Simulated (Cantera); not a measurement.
An adiabatic, constant-volume homogeneous reactor starts with CH4 : O2 : N2 = 1 : 2.44 : 9.17 (molar parts), at 1650 K and 16.0 bar. Integrator tolerance rtol = 1e-08.

Cantera simulation using GRI-Mech 3.0 (53 species, 325 reactions); the numbers are that mechanism's predictions, not measurements. The pressure lies above the range GRI-Mech 3.0 was tuned for (to about 10 atm). Above 3000 K some thermodynamic fits are extrapolated.

What does this change do: pressure from 16.0 bar to 0.980 bar?


```csv
quantity,before,after
time of steepest temperature rise,30.2 µs,0.294 ms
temperature at 0.100 s,3102 K,2874 K
equilibrium temperature,3102 K,2874 K
x(CH4) at 0.100 s,<1e-12 (gas-phase equilibrium <1e-12),<1e-12 (gas-phase equilibrium <1e-12)
x(O2) at 0.100 s,0.0334 (gas-phase equilibrium 0.0334),0.0392 (gas-phase equilibrium 0.0392)
x(NO) at 0.100 s,0.0203 (gas-phase equilibrium 0.0203),0.0165 (gas-phase equilibrium 0.0165)
x(N2O) at 0.100 s,6.04e-6 (gas-phase equilibrium 6.04e-6),1.16e-6 (gas-phase equilibrium 1.16e-6)
x(H2) at 0.100 s,0.00829 (gas-phase equilibrium 0.00829),0.0133 (gas-phase equilibrium 0.0133)
```

What does this change do: constant pressure in place of constant volume?


```csv
quantity,before,after
time of steepest temperature rise,30.2 µs,32.6 µs
temperature at 0.100 s,3102 K,2902 K
equilibrium temperature,3102 K,2902 K
x(CH4) at 0.100 s,<1e-12 (gas-phase equilibrium <1e-12),<1e-12 (gas-phase equilibrium <1e-12)
x(O2) at 0.100 s,0.0334 (gas-phase equilibrium 0.0334),0.0333 (gas-phase equilibrium 0.0333)
x(NO) at 0.100 s,0.0203 (gas-phase equilibrium 0.0203),0.0160 (gas-phase equilibrium 0.0160)
x(N2O) at 0.100 s,6.04e-6 (gas-phase equilibrium 6.04e-6),3.40e-6 (gas-phase equilibrium 3.40e-6)
x(H2) at 0.100 s,0.00829 (gas-phase equilibrium 0.00829),0.00615 (gas-phase equilibrium 0.00615)
```
